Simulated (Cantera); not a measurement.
Feed: 1 mol B2O3, 0.92 mol O2, 0.37 mol N2, equilibrated at 28.0 mbar.

Cantera equilibrium calculation (NASA polynomials, part measured and part estimated; ideal gas, pure solids and liquids). Candidate condensed phases: B, BN, B2O3; 17 gas species. Rates play no part.

Q: Which condensed phases are stable at each of these points (T (K)): 1223, 1323, 1423, 1523, 1623, 1723, 1823, 1923, 2023?

A: 
```json
[
 {"T (K)": "1223", "condensed phases": "B2O3(l)", "B condensed (%)": "100.0"},
 {"T (K)": "1323", "condensed phases": "B2O3(l)", "B condensed (%)": "100.0"},
 {"T (K)": "1423", "condensed phases": "B2O3(l)", "B condensed (%)": "100.0"},
 {"T (K)": "1523", "condensed phases": "B2O3(l)", "B condensed (%)": "99.8"},
 {"T (K)": "1623", "condensed phases": "B2O3(l)", "B condensed (%)": "98.9"},
 {"T (K)": "1723", "condensed phases": "B2O3(l)", "B condensed (%)": "94.3"},
 {"T (K)": "1823", "condensed phases": "B2O3(l)", "B condensed (%)": "72.5"},
 {"T (K)": "1923", "condensed phases": "gas only", "B condensed (%)": "0.0"},
 {"T (K)": "2023", "condensed phases": "gas only", "B condensed (%)": "0.0"}
]
```

From 1223 K to 1823 K the condensed part is B2O3(l). From 1923 K to 2023 K nothing is condensed.
